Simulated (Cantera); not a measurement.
# Equilibrium for halide evaporation, hydrolysis and transport: FeCl2 + H2

Charge: 1 mol FeCl2, a varied amount of H2, at 0.110 bar.

Equilibrium computed with Cantera from the NASA thermochemical tables; the gas is ideal and each condensed phase is pure. Candidate condensed phases: Fe, FeCl2, FeCl3; 11 gas species. Rates play no part.

Task: Map the stable condensed phases over T = 623, 673, 723, 773, 823, 873, 923, 973, 1023 K and n(H2) in mol = 22, 91, 160, 230, 300, 370, 440.

Result: 
```
T in K \ n(H2) in mol
          22  91 160 230 300 370 440
   1023    A   A   A   A   A   A   A
    973    A   A   A   A   A   A   A
    923    A   A   A   A   A   A   A
    873    A   A   A   A   A   A   A
    823    A   A   A   A   A   A   A
    773    B   A   A   A   A   A   A
    723    B   A   A   A   A   A   A
    673    B   B   A   A   A   A   A
    623    B   B   B   B   B   A   A
```
A: Fe; B: Fe + FeCl2.
